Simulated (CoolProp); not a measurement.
The numbers come from the reference Helmholtz-energy equation of state, Thol 2015 in CoolProp.

**Question.** For octamethylcyclotetrasiloxane (D4), give the phase and the cv (kJ/(kg K)), Joule-Thomson coefficient (K/MPa), expansivity (1/kK), fugacity coefficient at 620 K and 0.168 MPa.

**Answer.** 
- 620 K and 0.168 MPa: gas; cv 2.01, Joule-Thomson coefficient 7.42, expansivity 1.86, fugacity coefficient 0.965
